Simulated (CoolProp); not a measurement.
Saturation properties of n-undecane.

Model: reference Helmholtz-energy equation of state, Aleksandrov 2011, in CoolProp. It is a short technical equation, of lower accuracy than the large ones.

```
T (K)   p (MPa)  liquid density (kg/m³)  liquid cp (kJ/(kg K))    vapour Z  surface tension (mN/m)
-----  --------  ----------------------  ---------------------  ----------  ----------------------
388.3  0.008278                   667.1             (withheld)      0.9877                    16.2
400.1   0.01294                   657.7                  2.596      0.9832                    15.2
411.8   0.01952                   648.3                  2.644      0.9777                    14.2
423.6   0.02872                   638.6                  2.693  (withheld)                    13.2
435.3   0.04103                   628.8                  2.741      0.9628                    12.3
447.1   0.05744                   618.7                  2.790      0.9532                    11.4
458.8   0.07850                   608.5                  2.839      0.9420              (withheld)
470.6    0.1055                   597.8             (withheld)      0.9290                    9.55
482.4    0.1394                   586.9                  2.940      0.9141                    8.68
494.1    0.1808                   575.6                  2.992      0.8973                    7.83
505.9    0.2318                   563.8                  3.045      0.8782                    7.00
517.6    0.2926                   551.5                  3.099      0.8568                    6.20
529.4    0.3658                   538.6                  3.157      0.8326                    5.41
541.1    0.4517                   525.0                  3.218      0.8058                    4.66
552.9    0.5532                   510.4                  3.284      0.7756                    3.93
```

Some entries are withheld; supply them.


- 388.3, liquid cp (kJ/(kg K)): 2.549
- 423.6, vapour Z: 0.9709
- 458.8, surface tension (mN/m): 10.4
- 470.6, liquid cp (kJ/(kg K)): 2.890

It boils at 468.9 K under 1 atm.

Surface tension comes from a separate correlation (Mulero 2014).
